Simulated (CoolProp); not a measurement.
The numbers come from the reference Helmholtz-energy equation of state, Jacobsen 1992 in CoolProp.

Q: Give the vapour pressure (MPa), vapour density (kg/m³), liquid viscosity (µPa s), vapour viscosity (µPa s) of saturated R11 at 289, 294 K.

A: 
```
T (K)  p (MPa)  vapour density (kg/m³)  liquid viscosity (µPa s)  vapour viscosity (µPa s)
-----  -------  ----------------------  ------------------------  ------------------------
289     0.0760                    4.48                       475                      9.84
294     0.0915                    5.32                       452                      10.0
```

Viscosity comes from a separate model (Klein 1997), an estimate that may be off by 10 % or more.
